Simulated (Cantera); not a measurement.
Cantera run:

```python
import numpy as np
import cantera as ct

gas_names = """
    CL CL2 H HCL H2 N NH NH2 NH3 N2 N2H2 N2H4 Si SiCL SiCL2 SiCL3 SiCL4 SiH SiHCL3 SiH2 SiH2CL2 SiH3
    SiH3CL SiH4 SiN Si2 Si2N Si3
""".split()
cond_names = """
    NH4CL(a) NH4CL(b) Si(cr) Si(L) Si3N4(a)
""".split()


# ... load() reads the species with a 1 bar reference pressure and builds the phases ...
atoms = {
    'SiH2Cl2': {'Si': 1, 'H': 2, 'CL': 2},
    'HCl': {'H': 1, 'CL': 1},
    'N2': {'N': 2},
}
top_T = {'Si3N4(a)': 2400}  # K; cautious upper limits of use, not melting points


# ... equilibrate(T, P, feed) seeds the gas with the atoms and calls Mixture.equilibrate('TP', solver="vcs", rtol=1e-11, max_steps=5000) ...
results = []
feed = {'SiH2Cl2': 1, 'HCl': 2.7, 'N2': 140}  # mol
T = 1125  # K
P = 133.322  # Pa
mix = equilibrate(T, P, feed)
results.append((T, P, feed, dict(zip(mix.species_names, mix.species_moles))))
print(gas.report(threshold=1e-06))
for i in range(1, mix.n_phases):
    print(f"{mix.phase(i).name:16s} {mix.phase_moles(i):12.5e} mol")
```

It prints:

```
       temperature   1125 K
          pressure   133.32 Pa
           density   0.00040438 kg/m^3
  mean mol. weight   28.371 kg/kmol
   phase of matter   gas

                          1 kg             1 kmol
                     ---------------   ---------------
          enthalpy        7.8388e+05         2.224e+07  J
   internal energy        4.5419e+05        1.2886e+07  J
           entropy             10166        2.8841e+05  J/K
    Gibbs function       -1.0652e+07       -3.0222e+08  J
 heat capacity c_p            1176.2             33371  J/K
 heat capacity c_v            883.18             25057  J/K

                      mass frac. Y      mole frac. X     chem. pot. / RT
                     ---------------   ---------------   ---------------
               HCL          0.034484          0.026835           -44.691
                H2        0.00020629         0.0029032           -30.268
                N2           0.95655           0.96875           -31.827
             SiCL2        0.00027534        7.8919e-05           -71.832
             SiCL3        0.00043946        9.2744e-05           -101.39
             SiCL4         0.0080309         0.0013412           -130.95
            SiHCL3        1.2032e-05        2.5203e-06           -116.52
     [  +21 minor]        6.7719e-07        6.0452e-07

Si(cr)            0.00000e+00 mol
Si3N4(a)          2.60607e-01 mol
```

Equilibrium computed with Cantera from the NASA thermochemical tables; the gas is ideal and each condensed phase is pure. N2 is the only nitrogen source here; it is nearly inert below about 1500 K, so the nitride shown seldom forms there in practice. The tables' values for SiCl3 are old estimates; treat these amounts as uncertain.
